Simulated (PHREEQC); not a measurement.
## Buffer: an equilibrium model

A solution holds 0.0087 mol/kgw KHCO3 and 0.00093 mol/kgw K2HPO4, at 25 °C. Closed to the air; pH follows from the charge balance.

All values are PHREEQC results (ion-association model, phreeqc.dat), not measurements.

Each row changes one thing in this solution. This is a speciation only: nothing precipitates in the calculation.

| case | pH | ionic strength (mol/kgw) | HPO4-2 (mol/kgw) | CO3-2 (mol/kgw) | CO2 (mol/kgw) | H2PO4- (mol/kgw) |
|---|---|---|---|---|---|---|
| as made | 8.34 | 0.0115 | 0.000872 | 0.000121 | 7.76e-5 | 4.60e-5 |
| diluted 2-fold with water | ? | 0.00577 | 0.000438 | 5.90e-5 | 3.78e-5 | ? |
| K2HPO4 replaced by NaH2PO4 at the same molality | ? | 0.0103 | 0.000627 | 1.28e-5 | 0.000648 | 0.000295 |
| diluted 100-fold with water | ? | 0.000115 | 8.42e-6 | 6.18e-7 | 1.27e-6 | 8.76e-7 |
| 0.00029 mol/kgw NaHCO3 added | 8.34 | 0.0118 | 0.000872 | 0.000124 | 8.09e-5 | ? |
| 0.0066 mol/kgw Na2SO4 added | 8.27 | 0.0304 | 0.000863 | 0.000117 | 8.74e-5 | 4.66e-5 |
| KHCO3 from 0.0087 to 0.00783 mol/kgw | 8.36 | 0.0107 | 0.000874 | 0.000111 | 6.82e-5 | 4.53e-5 |
| KHCO3 from 0.0087 to 0.00087 mol/kgw | 8.68 | 0.00365 | 0.000901 | 2.31e-5 | 3.69e-6 | 2.48e-5 |

Q: Complete the blanks.

A: 
- diluted 2-fold with water, pH: 8.37
- diluted 2-fold with water, H2PO4- (mol/kgw): 2.38e-5
- K2HPO4 replaced by NaH2PO4 at the same molality, pH: 7.40
- diluted 100-fold with water, pH: 8.17
- 0.00029 mol/kgw NaHCO3 added, H2PO4- (mol/kgw): 4.63e-5
